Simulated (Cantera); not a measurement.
An isothermal, constant-pressure homogeneous reactor starts with CH₄ : H₂O = 1 : 1.6 (molar parts), at 1375 K and 4.93 atm. Integrator tolerance rtol = 1e-08.

Model: GRI-Mech 3.0 (53 species, 325 reactions), integrated in Cantera.

### Question
What does this change do: CH4 1 to 0.48 parts?

### Answer
```json
[
 {"quantity": "x(CH₄) at 3.00 s", "before": "0.227 (gas-phase equilibrium 0.000293)", "after": "0.134 (gas-phase equilibrium 2.71e-5)"},
 {"quantity": "x(H₂O) at 3.00 s", "before": "0.543 (gas-phase equilibrium 0.114)", "after": "0.699 (gas-phase equilibrium 0.331)"},
 {"quantity": "x(HCO) at 3.00 s", "before": "5.51e-11 (gas-phase equilibrium 3.51e-9)", "after": "4.48e-11 (gas-phase equilibrium 1.84e-9)"},
 {"quantity": "x(CH₂O) at 3.00 s", "before": "9.53e-7 (gas-phase equilibrium 3.06e-7)", "after": "1.38e-6 (gas-phase equilibrium 1.40e-7)"},
 {"quantity": "x(CH₂CO) at 3.00 s", "before": "1.39e-5 (gas-phase equilibrium 5.54e-10)", "after": "1.52e-5 (gas-phase equilibrium 4.02e-11)"}
]
```
